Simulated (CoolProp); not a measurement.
Carbon monoxide at 293.15 K and 0.124 MPa is throttled through a valve to 0.016 MPa with no heat exchange. Each further row changes one setting.

Values from CoolProp's reference Helmholtz-energy equation of state, Lemmon 2006. It is a short technical equation, of lower accuracy than the large ones.

```tsv
case	final density (kg/m³)
as stated	___
outlet pressure 0.0048 MPa	___
outlet pressure 0.0208 MPa	___
```

Q: Fill in the missing entries.

A: 
- as stated, final density (kg/m³): 0.184
- outlet pressure 0.0048 MPa, final density (kg/m³): 0.0552
- outlet pressure 0.0208 MPa, final density (kg/m³): 0.239
